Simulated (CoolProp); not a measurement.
Vapour-liquid equilibrium of CH2F2 (R32) (1) + R123 (2) at 287.5 K; x and y are mole fractions of (1).

The numbers come from the multi-fluid Helmholtz-energy mixture model, Tillner-Roth 1997 and Younglove 1994; pair parameters Bell 2016 in CoolProp.

```tsv
x	bubble pressure (MPa)	y at the bubble point	dew pressure at overall composition x (MPa)	liquid density (mol/L)
0.05	0.1354	0.560	0.06364	10.02
0.2	0.3517	0.843	0.07545	10.90
0.35	0.5429	0.908	0.09258	11.92
0.5	0.7079	0.938	0.1196	13.11
0.65	0.8583	0.957	0.1685	14.53
0.8	1.012	0.975	0.2837	16.26
0.95	1.189	0.993	0.7985	18.43
```

No azeotrope shows between x = 0.05 and 0.95.

Pair parameters are fitted to limited data, so mixtures are less certain than the pure fluids. The gap from Raoult's law changes sign with composition, which may be real or a fault of the pair parameters; it wasn't checked against measurements.
